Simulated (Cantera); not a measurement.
A freely propagating, adiabatic, planar premixed flame of H₂ : O₂ : N₂ = 1 : 0.515 : 1.49 (molar parts), unburnt at 350 K and 0.405 atm; mixture-averaged transport, grid criteria slope 0.08 and curve 0.16, no radiation.

Computed with Cantera and the H2/O2 subset of GRI-Mech 3.0, which has no nitrogen chemistry. Burning velocities carry a grid error of a few per cent, more on coarse grids.

Task: How do the results move with these cheaper or finer settings: unity-Lewis-number transport; multicomponent transport; multicomponent+Soret transport; grid criteria slope 0.5, curve 1; grid criteria slope 0.25, curve 0.5; grid criteria slope 0.03, curve 0.06?

Result: 
| setting | laminar burning velocity | thermal thickness | peak x(O) | peak x(HO₂) | grid points |
|---|---|---|---|---|---|
| as above | 356 cm/s | 1.13 mm | 0.0163 | 0.000322 | 118 |
| unity-Lewis-number transport | 237 cm/s | 0.881 mm | 0.0168 | 0.000232 | 107 |
| multicomponent transport | 348 cm/s | 1.13 mm | 0.0162 | 0.000322 | 118 |
| multicomponent+Soret transport | 326 cm/s | 1.10 mm | 0.0161 | 0.000321 | 119 |
| grid criteria slope 0.5, curve 1 | 397 cm/s | 1.38 mm | 0.0175 | 0.000291 | 37 |
| grid criteria slope 0.25, curve 0.5 | 367 cm/s | 1.21 mm | 0.0165 | 0.000311 | 59 |
| grid criteria slope 0.03, curve 0.06 | 353 cm/s | 1.11 mm | 0.0163 | 0.000324 | 271 |
Unity Lewis numbers drop preferential diffusion, which matters most where H2 and H carry the flame; Soret adds thermal diffusion.
